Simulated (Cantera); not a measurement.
## Catalytic combustion on Pt

An isothermal plug-flow reactor at 625 K and 1.01 bar (inlet), inlet velocity 2.8 m/s, active area per volume 170 1/m; feed 0.395 % H2, 2.37 % O2, 89.2 % N2, 8.02 % H2O, equivalence ratio 0.083.

Computed with Cantera and Deutschmann's 1995 Pt surface mechanism with GRI-Mech 3.0 gas chemistry. Catalytic surfaces can have several steady states; this one follows from the mechanism file's or the stated starting coverage. Mass transfer to the wall is taken as infinitely fast.

| z (m) | x H2 | x O2 | x H2O | θ free Pt | θ O* | θ OH* |
|---|---|---|---|---|---|---|
| 0.00034 | 0.00336 | 0.0234 | 0.0808 | 0.241 | 0.717 | 0.0415 |
| 0.00065 | 0.00296 | 0.0232 | 0.0812 | 0.214 | 0.746 | 0.0399 |
| 0.0013 | 0.00235 | 0.0229 | 0.0818 | 0.173 | 0.790 | 0.0370 |
| 0.0024 | 0.00174 | 0.0226 | 0.0825 | 0.129 | 0.837 | 0.0331 |
| 0.0047 | 0.00112 | 0.0223 | 0.0831 | 0.0847 | 0.888 | 0.0276 |
| 0.009 | 0.000673 | 0.0221 | 0.0836 | 0.0512 | 0.927 | 0.0220 |
| 0.017 | 0.000383 | 0.0220 | 0.0839 | 0.0295 | 0.953 | 0.0169 |
| 0.034 | 0.000198 | 0.0219 | 0.0841 | 0.0157 | 0.972 | 0.0125 |
x: gas mole fraction; θ: surface coverage.
